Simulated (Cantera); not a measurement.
Mixture: 2.60 % CH₄, 2.86 % CO, 16.2 % O₂, 60.9 % N₂, 17.4 % H₂O, equivalence ratio 0.41, at 3750 Torr, adiabatic and at constant volume. Ignition delay is the time to a rise of 400 K.

Model: GRI-Mech 3.0 (53 species, 325 reactions), integrated in Cantera.

Task: Predict: delay at 1300 K; delay at 1400 K; delay at 1500 K; delay at 1600 K; delay at 1700 K; delay at 1800 K; delay at 1900 K; apparent activation energy between 1700 and 1900 K.

Result: 
```
Item                                                    Result
--------------------------------------------------  ----------
delay at 1300 K                                        2.09 ms
delay at 1400 K                                       0.679 ms
delay at 1500 K                                       0.251 ms
delay at 1600 K                                       0.103 ms
delay at 1700 K                                        47.7 µs
delay at 1800 K                                        24.7 µs
delay at 1900 K                                        14.4 µs
apparent activation energy between 1700 and 1900 K  160 kJ/mol
```
